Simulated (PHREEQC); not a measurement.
A column of 0.2 m (30 cells, dispersivity 0.016 m, 300 s a shift, diffusion coefficient 3e-10 m²/s) holds 0.0037 eq of the database's cation exchanger X per kg of pore water, first in equilibrium with 0.004 mol/kgw LiCl and 1e-05 mol/kgw HCl. It is flushed with 0.0048 mol/kgw BaCl2 and 1e-05 mol/kgw HCl, at 15 °C. Values are for the last cell. CO2 from the air is kept out. Precipitation was switched off in this run.

Base run: PHREEQC, ion-association model, phreeqc.dat. Each further column changes one thing. The table gives LiX on the exchanger (mol/kgw).

```csv
pore volumes,base,exchange capacity from 0.0037 to 0.0019 eq/kgw,dispersivity from 0.016 to 0.032 m
0,0.00370,0.00190,0.00370
0.4167,0.00370,0.00190,0.00370
0.8167,0.00370,0.00190,0.00370
1.117,0.000996,3.10e-5,0.000116
1.517,2.99e-5,7.30e-6,3.25e-5
1.917,7.23e-6,1.93e-6,1.26e-5
2.217,2.62e-6,7.12e-7,6.50e-6
2.617,6.87e-7,1.87e-7,2.76e-6
3.017,1.80e-7,4.90e-8,1.18e-6
```
